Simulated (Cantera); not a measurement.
An isothermal, constant-pressure homogeneous reactor starts with H₂ : O₂ : H₂O = 0.17 : 1 : 0.04 (molar parts), at 1423 K and 6.75 Torr.

Detailed kinetics in Cantera: the H2/O2 subset of GRI-Mech 3.0, which has no nitrogen chemistry. Radical loss at walls, strong at low pressure, is not modelled. The temperature is held fixed by assumption; the heat of reaction is taken as removed at once.

One state of this run: x H₂ = 4.76e-6; x O₂ = 0.813; x H₂O₂ = 3.70e-9; x HO₂ = 9.58e-8; x OH = 0.000443; x H = 5.20e-7; x O = 4.36e-5. x: mole fraction; the columns are a selection and need not sum to one.

Task: Which value of t (s) does it belong to?
(A) 0.193
(B) 1.40
(C) 0.00364
(D) 3.78

Result: D, 3.78
